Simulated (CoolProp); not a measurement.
Model: reference Helmholtz-energy equation of state, Gao 2016, in CoolProp.

Q: For sulfur dioxide, give the phase and the cv (kJ/(kg K)), fugacity coefficient at 312.7 K and 13.5 MPa; 312.7 K and 16.2 MPa.

A: 
- 312.7 K and 13.5 MPa: liquid; cv 0.801, fugacity coefficient 0.0534
- 312.7 K and 16.2 MPa: liquid; cv 0.800, fugacity coefficient 0.0467
